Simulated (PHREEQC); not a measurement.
**Silver or lead bath: an equilibrium model**

Make-up at 20 °C: 0.94 mmol/kgw PbCl2 and 0.39 mmol/kgw Zn(NO3)2. Closed to the air; pH follows from the charge balance.

Computed with PHREEQC (ion-association model, wateq4f.dat).

```yaml
pH: 5.43
ionic_strength: 0.00388 mol/kgw
```

| species | molality | activity | log γ |
|---|---|---|---|
| Cl- | 0.00184 | 0.00171 | -0.029 |
| Pb+2 | 0.000885 | 0.000677 | -0.116 |
| NO3- | 0.000772 | 0.000721 | -0.030 |
| Zn+2 | 0.000389 | 0.000300 | -0.112 |
| PbCl+ | 4.36e-5 | 4.07e-5 | -0.029 |
| PbNO3+ | 7.72e-6 | 7.22e-6 | -0.029 |
| H+ | 3.96e-6 | 3.72e-6 | -0.027 |
| PbOH+ | 3.79e-6 | 3.54e-6 | -0.029 |
| ZnCl+ | 1.18e-6 | 1.11e-6 | -0.029 |
| PbCl2 | 1.22e-7 | 1.22e-7 | 0.000 |
| Pb2OH+3 | 9.81e-8 | 5.37e-8 | -0.262 |
| ZnOH+ | 6.43e-8 | 6.01e-8 | -0.029 |

Precipitation was switched off in this run.
